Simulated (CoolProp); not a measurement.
The fluid at 293.15 K and 18.9 MPa is throttled through a valve to 6.48 MPa with no heat exchange. The same conditions are run with several fluids, on thermodynamics alone (safety and materials aside).

Model: reference Helmholtz-energy equation of state of each fluid (R13: Platzer 1990; n-perfluorohexane: Gao 2022; R407C: Lemmon 2003; R115: Lemmon 2016; cyclopropane: Polt 1992), in CoolProp. The equations of Platzer and Polt are older, rougher fits. Blends and air are pseudo-pure fits.

| fluid | temperature change (K) | final density (kg/m³) |
|---|---|---|
| R13 | -2.7 | 1080 |
| n-perfluorohexane | +4.0 | 1710 |
| R407C | +1.5 | 1190 |
| R115 | +2.5 | 1350 |
| cyclopropane | +3.4 | 633 |
